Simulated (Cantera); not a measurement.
An adiabatic, constant-volume homogeneous reactor starts with CH4 : CO : O2 : N2 = 1 : 0.32 : 1.8 : 6.77 (molar parts), equivalence ratio 1.2, at 1498 K and 101000 Pa. Integrator tolerance rtol = 1e-08.

Model: GRI-Mech 3.0 (53 species, 325 reactions), integrated in Cantera.

What does this change do: constant pressure in place of constant volume?


```
quantity                                                            before                                    after
---------------------------------  ---------------------------------------  ---------------------------------------
time of steepest temperature rise                                  1.26 ms                                  1.34 ms
temperature at 8.00 s                                               2931 K                                   2759 K
equilibrium temperature                                             2931 K                                   2759 K
x(CH4) at 8.00 s                     <1e-12 (gas-phase equilibrium <1e-12)    <1e-12 (gas-phase equilibrium <1e-12)
x(CO) at 8.00 s                      0.0782 (gas-phase equilibrium 0.0782)    0.0722 (gas-phase equilibrium 0.0722)
x(O2) at 8.00 s                      0.0115 (gas-phase equilibrium 0.0115)  0.00921 (gas-phase equilibrium 0.00921)
x(CH3) at 8.00 s                     <1e-12 (gas-phase equilibrium <1e-12)    <1e-12 (gas-phase equilibrium <1e-12)
x(C2H) at 8.00 s                     <1e-12 (gas-phase equilibrium <1e-12)    <1e-12 (gas-phase equilibrium <1e-12)
x(CO2) at 8.00 s                     0.0472 (gas-phase equilibrium 0.0472)    0.0545 (gas-phase equilibrium 0.0545)
x(HO2) at 8.00 s                   5.97e-6 (gas-phase equilibrium 5.97e-6)  3.08e-6 (gas-phase equilibrium 3.08e-6)
```

What does this change do: initial temperature 1498 to 1075 K?


```csv
quantity,before,after
time of steepest temperature rise,1.26 ms,0.457 s
temperature at 8.00 s,2931 K,2820 K
equilibrium temperature,2931 K,2820 K
x(CH4) at 8.00 s,<1e-12 (gas-phase equilibrium <1e-12),<1e-12 (gas-phase equilibrium <1e-12)
x(CO) at 8.00 s,0.0782 (gas-phase equilibrium 0.0782),0.0694 (gas-phase equilibrium 0.0694)
x(O2) at 8.00 s,0.0115 (gas-phase equilibrium 0.0115),0.00698 (gas-phase equilibrium 0.00698)
x(CH3) at 8.00 s,<1e-12 (gas-phase equilibrium <1e-12),<1e-12 (gas-phase equilibrium <1e-12)
x(C2H) at 8.00 s,<1e-12 (gas-phase equilibrium <1e-12),<1e-12 (gas-phase equilibrium <1e-12)
x(CO2) at 8.00 s,0.0472 (gas-phase equilibrium 0.0472),0.0582 (gas-phase equilibrium 0.0582)
x(HO2) at 8.00 s,5.97e-6 (gas-phase equilibrium 5.97e-6),3.75e-6 (gas-phase equilibrium 3.75e-6)
```
